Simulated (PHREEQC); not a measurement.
Solution (25 °C): 0.26 mol KH2PO4, 0.0018 mol NaOH and 3.7e-05 mol ZnSO4 per kg of water. Closed to the air; pH follows from the charge balance.

Computed with PHREEQC (ion-association model, wateq4f.dat).

Each row changes one thing in this solution. No solid was allowed to form.

```
case                                                  pH  ionic strength (mol/kgw)
--------------------------------------------  ----------  ------------------------
as made                                             4.69                     0.264
ZnSO4 left out                                      4.69                     0.264
ZnSO4 replaced by CuSO4 at the same molality        4.69                     0.264
diluted 5-fold with water                     (withheld)                    0.0528
KH2PO4 from 0.26 to 0.234 mol/kgw                   4.73                (withheld)
NaOH from 0.0018 to 0.0036 mol/kgw                  4.91                     0.267
KH2PO4 left out                               (withheld)                   0.00184
KH2PO4 from 0.26 to 0.052 mol/kgw             (withheld)                (withheld)
```

**Question.** What belongs in the gaps?

**Answer.** 
- diluted 5-fold with water, pH: 4.88
- KH2PO4 from 0.26 to 0.234 mol/kgw, ionic strength (mol/kgw): 0.238
- KH2PO4 left out, pH: 11.21
- KH2PO4 from 0.26 to 0.052 mol/kgw, pH: 5.49
- KH2PO4 from 0.26 to 0.052 mol/kgw, ionic strength (mol/kgw): 0.0556

Species that the database lacks are ignored. Some of these states are supersaturated (in Zn(OH)2-e, Zincite(c) (slow to form), for instance). H3PO4, which wateq4f.dat lacks, is added to it with the constant of phreeqc.dat. The database has no phosphate complexes of Zn.
